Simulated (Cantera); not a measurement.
An adiabatic, constant-pressure homogeneous reactor starts with CH4 : O2 : N2 = 1 : 1.82 : 6.84 (molar parts), at 1450 K and 0.410 bar.

Cantera simulation using GRI-Mech 3.0 (53 species, 325 reactions); the numbers are that mechanism's predictions, not measurements.

Task: Predict: time of steepest temperature rise; temperature at 3.00 s; equilibrium temperature; x(O2) at 3.00 s; x(CO) at 3.00 s.

Result: 
```json
{
  "time_of_steepest_temperature_rise": "4.02 ms",
  "temperature at 3.00 s": "2669 K",
  "equilibrium_temperature": "2669 K",
  "x(O2) at 3.00 s": "0.0137 (gas-phase equilibrium 0.0137)",
  "x(CO) at 3.00 s": "0.0521 (gas-phase equilibrium 0.0521)"
}
```
